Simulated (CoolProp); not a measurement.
A simple Rankine cycle with the fluoroketone C6F12O (FK-5-1-12): condensing at 306.15 K, boiler at 1.02 MPa, turbine inlet 499 K, turbine efficiency 0.6, pump efficiency 0.6, no recuperator. Each further row changes one setting.

Computed with CoolProp (reference Helmholtz-energy equation of state, McLinden 2015).

```
case                             thermal efficiency (%)  net work (kJ/kg)  heat in (kJ/kg)  turbine exit temperature (K)  volume ratio over the turbine
-------------------------------  ----------------------  ----------------  ---------------  ----------------------------  -----------------------------
as stated                                           7.3              19.9              272                         473.1                            [?]
condensing temperature 298.15 K                     7.9              22.2              280                         470.7                            [?]
boiler pressure 0.714 MPa                           [?]              18.0              [?]                         477.3                            [?]
turbine efficiency 0.5                              6.0              16.4              272                         476.4                           19.7
```

Fill in the missing entries.


- as stated, volume ratio over the turbine: 19.6
- condensing temperature 298.15 K, volume ratio over the turbine: 27.1
- boiler pressure 0.714 MPa, thermal efficiency (%): 6.6
- boiler pressure 0.714 MPa, heat in (kJ/kg): 274
- boiler pressure 0.714 MPa, volume ratio over the turbine: 13.3
